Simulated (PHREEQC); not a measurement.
Consider water at 65 °C with 2.4 mol Na2CO3 per kg of water. Closed to the air; pH follows from the charge balance.

All values are PHREEQC results (Pitzer model, pitzer.dat), not measurements.

### Question
The ionic strength comes out as 7.17 mol/kgw. What activity coefficients do CO3-2, HCO3-, OH-, Na+ get?

### Answer
CO3-2 0.042, HCO3- 0.18, OH- 0.99, Na+ 0.56. Single-ion values are on the MacInnes scale.

No solid was allowed to form. In brines, pH and single-ion activities rest on the MacInnes convention. Away from 25 °C the constants follow the database's enthalpies or fits; those with neither stay at their 25 °C values.
